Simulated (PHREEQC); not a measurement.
0.44 g of hydrous ferric oxide (600 m²/g; 0.2 weak and 0.005 strong sites per Fe, Dzombak-Morel constants, diffuse double layer) in 1 kg of water with 0.01 mol/kgw of an inert sodium salt and 0.0033 mmol/kgw MnCl2, at 25 °C; the pH is set by adding NaOH or the inert anion's acid. No oxygen is let in. The system is closed to CO2. Nothing may precipitate in this run.

The series has 13 steps of pH, from 4 to 12.

Model: ion-association model, wateq4f.dat, run in PHREEQC.

### Question
Near which pH is half of the Mn sorbed, and on which side is more sorbed?

### Answer
Near pH 6.6, with more sorbed at higher pH.
